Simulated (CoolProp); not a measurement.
Values from CoolProp's reference Helmholtz-energy equation of state, Outcalt 1996. It is a modified Benedict-Webb-Rubin equation, recast in Helmholtz form.

Q: Give the vapour pressure (MPa), enthalpy of vaporisation (kJ/kg), liquid cp (kJ/(kg K)), vapour Z of saturated R152A at 222, 234.6, 240.9 K.

A: 
| T (K) | p (MPa) | enthalpy of vaporisation (kJ/kg) | liquid cp (kJ/(kg K)) | vapour Z |
|---|---|---|---|---|
| 222 | 0.0257 | 353 | 1.57 | 0.983 |
| 234.6 | 0.0509 | 342 | 1.59 | 0.973 |
| 240.9 | 0.0694 | 337 | 1.60 | 0.967 |
